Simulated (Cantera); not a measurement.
A closed system holds: 1 mol C2F6, 1.3 mol F2, 0.81 mol H2, held at 60.0 mbar.

Equilibrium computed with Cantera from the NASA thermochemical tables; the gas is ideal and each condensed phase is pure. Candidate condensed phases: C, C6H6, C7H8, C8H18; 95 gas species. The feed counts by its element totals alone. Gases not in the tables: C2F6 and larger saturated fluorocarbons. Equilibrium is a limit: real reactors are often held back by kinetics, nucleation or transport. All values below are at 1048 K.

Base state: CF4 0.519, HF 0.481 (mole fractions); condensed: C(graphite).

**Question.** What changes in the equilibrium state with this change: H2 from 0.81 to 9 mol?

**Answer.** 
| species | before | after |
|---|---|---|
| HF | 0.481 | 0.647 |
| H2 | <1e-9 | 0.353 |
| CH4 | <1e-9 | 0.000436 |
| CF4 | 0.519 | <1e-9 |
| C(graphite), mol | 0.255 | 1.99 |

**Question.** What changes in the equilibrium state with this change: H2 from 0.81 to 3.2 mol?

**Answer.** 
| species | before | after |
|---|---|---|
| HF | 0.481 | 0.921 |
| CF4 | 0.519 | 0.0791 |
| C(graphite), mol | 0.255 | 1.45 |
